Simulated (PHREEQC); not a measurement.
Make-up at 30 °C: 79 mmol/kgw HF, 160 mmol/kgw NaF and 1.2 mmol/kgw H2SiF6. Closed to the air; pH follows from the charge balance.

Equilibrium calculation in PHREEQC: ion-association model, phreeqc.dat.

No solid was allowed to form.

Task: Predict the pH.

Result: pH 3.42.

Task: In which forms is Na present?

Result: Na+ 96 %, NaF 3.7 % of the Na.

Complexes and solids missing from the database can't appear. SiF6-2 is the database's only silicon fluoride.
